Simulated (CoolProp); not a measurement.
A simple Rankine cycle with n-octane: condensing at 309.15 K, boiler at 0.191 MPa, turbine inlet 463.2 K, turbine efficiency 0.75, pump efficiency 0.8, no recuperator. Each further row changes one setting.

Values from CoolProp's reference Helmholtz-energy equation of state, Beckmüller 2019.

```csv
case,thermal efficiency (%),net work (kJ/kg),heat in (kJ/kg),turbine exit temperature (K),volume ratio over the turbine
as stated,14.1,93.4,663,418.8,54.2
turbine inlet 483.2 K,13.8,?,712,438.7,53.9
condensing temperature 301.15 K,15.1,103,681,414.4,?
boiler pressure 0.134 MPa,12.9,86.2,?,?,?
turbine efficiency 0.65,12.2,80.9,663,424.4,?
```

Q: Complete the blanks.

A: 
- turbine inlet 483.2 K, net work (kJ/kg): 97.9
- condensing temperature 301.15 K, volume ratio over the turbine: 82.1
- boiler pressure 0.134 MPa, heat in (kJ/kg): 666
- boiler pressure 0.134 MPa, turbine exit temperature (K): 423.1
- boiler pressure 0.134 MPa, volume ratio over the turbine: 37.6
- turbine efficiency 0.65, volume ratio over the turbine: 54.9
